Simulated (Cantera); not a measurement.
## Premixed flame

A freely propagating, adiabatic, planar premixed flame of CO : H2 : CH4 : O2 : N2 = 1 : 0.035 : 0.24 : 0.713 : 2.68 (molar parts), equivalence ratio 1.4, unburnt at 473 K and 7500 Torr; mixture-averaged transport, grid criteria slope 0.08 and curve 0.16, no radiation.

Computed with Cantera and GRI-Mech 3.0 (53 species, 325 reactions). Burning velocities carry a grid error of a few per cent, more on coarse grids.

| z (mm) | T (K) | u (m/s) | x CO | x H2 | x CH4 | x HCO | x C2H4 | x HCN |
|---|---|---|---|---|---|---|---|---|
| -0.131 | 473 | 0.673 | 0.214 | 0.00779 | 0.0514 | <1e-8 | <1e-8 | <1e-8 |
| -0.0876 | 475 | 0.676 | 0.214 | 0.00839 | 0.0513 | <1e-8 | 4.03e-8 | <1e-8 |
| -0.0657 | 483 | 0.688 | 0.214 | 0.00918 | 0.0510 | <1e-8 | 2.86e-7 | <1e-8 |
| -0.0438 | 545 | 0.778 | 0.212 | 0.0108 | 0.0489 | <1e-8 | 3.60e-6 | 2.94e-8 |
| -0.0219 | 955 | 1.37 | 0.204 | 0.0135 | 0.0355 | 3.07e-7 | 4.70e-5 | 3.86e-7 |
| -0.0110 | 1392 | 1.99 | 0.194 | 0.0149 | 0.0201 | 8.77e-6 | 0.000103 | 9.99e-7 |
| 0 | 1805 | 2.55 | 0.178 | 0.0149 | 0.00526 | 2.79e-5 | 7.45e-5 | 2.04e-6 |
| 0.0110 | 2015 | 2.81 | 0.155 | 0.0132 | 0.000471 | 1.13e-5 | 4.98e-6 | 2.09e-6 |
| 0.0219 | 2107 | 2.91 | 0.137 | 0.0127 | 2.45e-5 | 2.42e-6 | 7.69e-8 | 1.03e-6 |
| 0.0438 | 2199 | 3.00 | 0.124 | 0.0132 | 8.71e-8 | 1.17e-6 | <1e-8 | 1.90e-7 |
| 0.0876 | 2272 | 3.09 | 0.119 | 0.0132 | <1e-8 | 6.85e-7 | <1e-8 | 1.82e-8 |
| 0.175 | 2320 | 3.15 | 0.117 | 0.0129 | <1e-8 | 3.67e-7 | <1e-8 | <1e-8 |
| 0.351 | 2343 | 3.17 | 0.116 | 0.0128 | <1e-8 | 1.93e-7 | <1e-8 | <1e-8 |
x: mole fraction of selected species; z is measured from the peak of heat release.

```
Item                          Value
------------------------  ---------
laminar burning velocity  67.3 cm/s
thermal thickness         0.0438 mm
peak x(HCO)                 2.79e-5
peak x(C2H4)               0.000114
peak x(HCN)                 2.34e-6
grid points                     143
```
